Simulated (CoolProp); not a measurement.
Vapour-liquid equilibrium of isobutane (1) + R245fa (2) at 16.7 bar; x and y are mole fractions of (1).

Model: multi-fluid Helmholtz-energy mixture model, Bücker 2006 and Akasaka 2015; pair parameters Bell 2016, in CoolProp.

Problem. Give the bubble temperature and the first vapour's composition at x = 0.125, 0.275, 0.5. Is there an azeotrope?

Solution. x = 0.125: 100.0 °C, y = 0.266; x = 0.275: 91.3 °C, y = 0.445; x = 0.5: 85.7 °C, y = 0.590. y crosses x between x = 0.65 and 0.725: the model has an azeotrope there.

Pair parameters are fitted to limited data, so mixtures are less certain than the pure fluids.
